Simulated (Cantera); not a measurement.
Thermodynamics of iron carbonyl, mercury and lead vapours, feed Fe(CO)₅ + O₂ + H₂

Input: 1 mol Fe(CO)₅, 0.24 mol O₂, 5.3 mol H₂, equilibrated at 190 Pa.

Equilibrium computed with Cantera from the NASA thermochemical tables; the gas is ideal and each condensed phase is pure. Candidate condensed phases: C, C₆H₆, C₇H₈, C₈H₁₈, Fe, Fe(CO)₅, FeO, Fe(OH)₂, Fe(OH)₃, Fe₂O₃, Fe₃O₄, H₂O; 114 gas species. Condensed phases not in the tables: cementite and carbon dissolved in iron. Rates play no part.

```
T (K)  log p H₂  log p CO  log p CO₂  log p H₂O  n C(graphite)  n Fe(α)
-----  --------  --------  ---------  ---------  -------------  -------
748       -3.00     -3.22      -3.65      -4.23          0.889     1.00
798       -3.02     -3.07      -4.12      -4.70         0.0267     1.00
848       -3.02     -3.07      -4.19      -4.63              0     1.00
898       -3.02     -3.06      -4.22      -4.55              0     1.00
948       -3.02     -3.06      -4.26      -4.48              0     1.00
998       -3.03     -3.06      -4.29      -4.42              0     1.00
1048      -3.03     -3.06      -4.33      -4.38              0     1.00
```
log p: log10 of the partial pressure in bar; n: condensed amount in mol.

From 748 K to 798 K the condensed part is C(graphite) + Fe(α). From 848 K to 1048 K the condensed part is Fe(α).
